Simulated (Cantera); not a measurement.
**Ignition delay**

Mixture: CH₄ : H₂ : O₂ : N₂ = 1 : 1.2 : 5 : 18.8 (molar parts), at 7130 Torr, adiabatic and at constant volume. Ignition delay is the time to a rise of 400 K.

Computed with Cantera and GRI-Mech 3.0 (53 species, 325 reactions).

```
T0 (K)  delay (ms)
------  ----------
1000          16.0
1100          1.50
1200         0.196
1300        0.0557
1400        0.0242
1500        0.0127
1600       0.00745
```

| Property | Value |
|---|---|
| apparent activation energy between 1400 and 1600 K | 110 kJ/mol |
